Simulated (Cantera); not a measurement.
Al + H2O + N2 (metals in furnace atmospheres)

Feed: 1 mol Al, 4.3 mol H2O, 2.6 mol N2, equilibrated at 725 K and 0.133 bar.

Equilibrium computed with Cantera from the NASA thermochemical tables; the gas is ideal and each condensed phase is pure. Candidate condensed phases: Al, AlN, Al2O3, H2O; 35 gas species. The numbers say what is thermodynamically allowed, not how fast it happens.

```
Quantity                              Value
--------------------------------  ---------
x(H2O)                                0.406
x(N2)                                 0.377
x(H2)                                 0.217
x(NH3)                              5.68e-5
n(Al2O3(s))                       0.500 mol
gas amount                        6.900 mol
log10 activity of Al(s) (absent)     -30.15
```
